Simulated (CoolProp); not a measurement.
The numbers come from the reference Helmholtz-energy equation of state, Penoncello 2003 in CoolProp.

**Question.** Give the vapour pressure (kPa), liquid density (kg/m³), vapour density (kg/m³), liquid cp (kJ/(kg K)) of saturated CHF3 (R23) at -69.65, -37.15 °C.

**Answer.** 
| T (°C) | p (kPa) | liquid density (kg/m³) | vapour density (kg/m³) | liquid cp (kJ/(kg K)) |
|---|---|---|---|---|
| -69.65 | 197 | 1400 | 8.73 | 1.26 |
| -37.15 | 784 | 1260 | 33.3 | 1.39 |
